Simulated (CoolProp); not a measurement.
Properties of normal hydrogen at several states.

Model: reference Helmholtz-energy equation of state, Leachman 2009, in CoolProp.

| T (K) | p (bar) | phase | density (kg/m³) | cp (kJ/(kg K)) | isothermal compressibility (1/MPa) | conductivity (mW/(m K)) | Prandtl number | fugacity coefficient |
|---|---|---|---|---|---|---|---|---|
| 475.3 | 3.46 | gas | 0.1762 | 14.51 | 2.886 | 262 | 0.682 | 1.001 |
| 311.2 | 0.432 | gas | 0.03365 | 14.35 | 23.14 | 192 | 0.685 | 1.000 |
| 82.1 | 6.41 | gas | 1.907 | 11.05 | 1.571 | 59.3 | 0.670 | 0.9926 |
| 734.3 | 37.9 | supercritical | 1.239 | 14.65 | 0.2612 | 362 | 0.675 | 1.010 |

Viscosity comes from a separate model (Muzny 2013). Thermal conductivity comes from a separate model (Assael 2011).
